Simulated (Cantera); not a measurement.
## HCl + H₂O + N₂ (abatement and gas-phase synthesis)

Input: 1 mol HCl, 2.4 mol H₂O, 2.3 mol N₂, equilibrated at 2727 °C and 15.0 bar.

Method: chemical equilibrium by Gibbs-energy minimisation in Cantera with the NASA 1993 tables (ideal gas, pure condensed phases). Candidate condensed phases: H₂O, NH₄Cl; 29 gas species. Kinetics and transport are ignored.

```
Property        Value
----------  ---------
x(N₂)           0.384
x(H₂O)          0.354
x(HCl)          0.148
x(H₂)          0.0440
x(OH)          0.0229
x(Cl)          0.0197
x(O₂)         0.00867
x(H)          0.00855
x(NO)         0.00677
gas amount  5.940 mol
```
